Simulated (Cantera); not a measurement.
A closed system holds: 1 mol SiH₂Cl₂, 15 mol N₂, at 0.180 Torr.

Cantera equilibrium calculation (NASA polynomials, part measured and part estimated; ideal gas, pure solids and liquids). Candidate condensed phases: NH₄Cl, Si, Si₃N₄; 28 gas species. N₂ is the only nitrogen source here; it is nearly inert below about 1500 K, so the nitride shown seldom forms there in practice. The tables' values for SiCl₃ are old estimates; treat these amounts as uncertain. Kinetics and transport are ignored. All values below are at 1052 °C.

Base state: N₂ 0.880, HCl 0.0761, H₂ 0.0224, SiCl₂ 0.0193, SiCl₃ 0.00136, SiCl₄ 0.000523, Cl 4.50e-5, H 1.58e-5 (mole fractions); condensed: Si₃N₄(s).

### Question
What changes in the equilibrium state with this change: N₂ from 15 to 1.4 mol?

### Answer
```
species          before     after
-------------  --------  --------
HCl              0.0761     0.360
N₂                0.880     0.341
H₂               0.0224     0.158
SiCl₃           0.00136    0.0146
SiCl₂            0.0193     0.116
SiHCl₃          7.88e-6  0.000224
SiCl₄          0.000523   0.00999
Si₃N₄(s), mol     0.217     0.195
```
